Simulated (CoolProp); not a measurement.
Vapour-liquid equilibrium of benzene (1) + o-xylene (2) at 0.0234 MPa; x and y are mole fractions of (1).

Model: multi-fluid Helmholtz-energy mixture model, Thol 2012 and Zhou 2012; pair parameters Bell 2016, in CoolProp.

| x | bubble temperature (K) | y at the bubble point | dew temperature at overall composition x (K) | liquid density (mol/L) |
|---|---|---|---|---|
| 0.05 | 363.2 | 0.244 | 368.4 | 7.825 |
| 0.125 | 353.8 | 0.515 | 366.5 | 8.065 |
| 0.2 | 345.5 | 0.686 | 364.5 | 8.304 |
| 0.275 | 338.5 | … | 362.3 | 8.541 |
| 0.35 | 332.9 | 0.856 | … | 8.774 |
| 0.425 | 328.4 | 0.897 | 357.3 | 9.006 |
| 0.5 | 324.9 | 0.924 | 354.4 | 9.239 |
| 0.575 | 322.1 | 0.942 | 351.2 | 9.474 |
| 0.65 | 319.8 | … | 347.5 | 9.715 |
| 0.725 | 317.9 | … | 343.2 | 9.964 |
| 0.8 | 316.2 | 0.976 | 337.9 | 10.22 |
| 0.875 | 314.7 | 0.985 | 330.9 | 10.50 |
| 0.95 | 313.2 | … | 320.8 | … |

Problem. Complete the blanks.

Solution. 
- 0.275, y at the bubble point: 0.792
- 0.35, dew temperature at overall composition x (K): 359.9
- 0.65, y at the bubble point: 0.956
- 0.725, y at the bubble point: 0.967
- 0.95, y at the bubble point: 0.993
- 0.95, liquid density (mol/L): 10.79

No azeotrope shows between x = 0.05 and 0.95.

Pair parameters are fitted to limited data, so mixtures are less certain than the pure fluids. The gap from Raoult's law changes sign with composition, which may be real or a fault of the pair parameters; it wasn't checked against measurements.
